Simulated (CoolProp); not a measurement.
Vapour-liquid equilibrium of n-octane (1) + ethylbenzene (2) at 162.55 °C; x and y are mole fractions of (1).

Computed with CoolProp (multi-fluid Helmholtz-energy mixture model, Beckmüller 2019 and Zhou 2012; pair parameters Bell 2016).

| x | bubble pressure, mixture model (bar) | bubble pressure, Raoult's law (bar) | y, mixture model | y, Raoult's law |
|---|---|---|---|---|
| 0.05 | … | 1.988 | … | 0.064 |
| 0.2 | 2.157 | 2.077 | … | 0.246 |
| 0.35 | … | 2.166 | … | 0.412 |
| 0.5 | 2.367 | 2.255 | … | 0.566 |
| 0.65 | 2.442 | 2.344 | 0.690 | 0.708 |
| 0.8 | 2.500 | 2.433 | 0.820 | 0.839 |
| 0.95 | 2.542 | 2.522 | 0.954 | 0.961 |

### Question
Fill in the missing entries.

### Answer

- 0.05, bubble pressure, mixture model (bar): 2.013
- 0.05, y, mixture model: 0.074
- 0.2, y, mixture model: 0.262
- 0.35, bubble pressure, mixture model (bar): 2.273
- 0.35, y, mixture model: 0.419
- 0.5, y, mixture model: 0.559

The largest gap from Raoult's law is +5.0 % in bubble pressure, at x = 0.5. No azeotrope shows between x = 0.05 and 0.95.

Pair parameters are fitted to limited data, so mixtures are less certain than the pure fluids.
